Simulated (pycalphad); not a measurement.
CALPHAD calculation (pycalphad, COST 507 light-alloy database (1999)), 1 atm. These are 1990s assessments: newer ones move some temperatures and phases. Kinetics are ignored, which matters at the lower temperatures.

### Question
How does the equilibrium phase assembly of Cu-5.72Si (at.%) change on cooling from 1977 °C to 257 °C?

### Answer
```
T (°C)     phases above          phases below
------  ---------------  --------------------
1025.5           LIQUID       FCC_A1 + LIQUID
967.2   FCC_A1 + LIQUID                FCC_A1
298.1            FCC_A1  CU19SI6_ETA + FCC_A1
```
Changes were sought between steps of 40 K, so a narrower field can be missed.

Database names, with the compositions (at.%) that they take in these runs: CU19SI6_ETA: Cu 76 Si 24. FCC_A1 is fcc.
